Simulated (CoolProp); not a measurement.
A simple Rankine cycle with R236FA: condensing at 328.15 K, boiler at 1.75 MPa, turbine inlet 399 K, turbine efficiency 0.9, pump efficiency 0.8, no recuperator. Each further row changes one setting.

Computed with CoolProp (reference Helmholtz-energy equation of state, Pan 2012).

```tsv
case	thermal efficiency (%)	net work (kJ/kg)	heat in (kJ/kg)	turbine exit temperature (K)	volume ratio over the turbine
as stated	7.8	14.3	184	371.5	2.82
condensing temperature 320.15 K	9.2	17.8	194	366.2	3.53
boiler pressure 1.22 MPa	5.1	9.67	191	383.2	1.87
turbine efficiency 0.8	6.8	12.6	184	373.2	2.83
```
